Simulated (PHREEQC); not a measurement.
Make-up at 20 °C: 0.0012 mol/kgw HF, 0.0042 mol/kgw NH4F, 1.2e-06 mol/kgw H4SiO4 and 0.0013 mol/kgw H2SO4. Closed to the air; pH follows from the charge balance.

Equilibrium calculation in PHREEQC: ion-association model, wateq4f.dat.

```tsv
quantity	before	after
pH	3.07	3.75
ionic strength (mol/kgw)	0.00626	0.00819
HF (mol/kgw)	0.00274	0.000967
F- (mol/kgw)	0.00256	0.00439
SO4-2 (mol/kgw)	0.00119	0.00124
HSO4- (mol/kgw)	6.90e-5	1.46e-5
SI of Quartz (SiO2)	-4.34	-3.04
```

**Question.** Which change was made?
(A) NH4F from 0.0042 to 0.0063 mol/kgw
(B) H4SiO4 from 1.2e-06 to 6e-07 mol/kgw
(C) diluted 10-fold with water
(D) H2SO4 replaced by Rb2SO4 at the same molality

**Answer.** D, H2SO4 replaced by Rb2SO4 at the same molality

No solid was allowed to form. SiF6-2 is the database's only silicon fluoride.
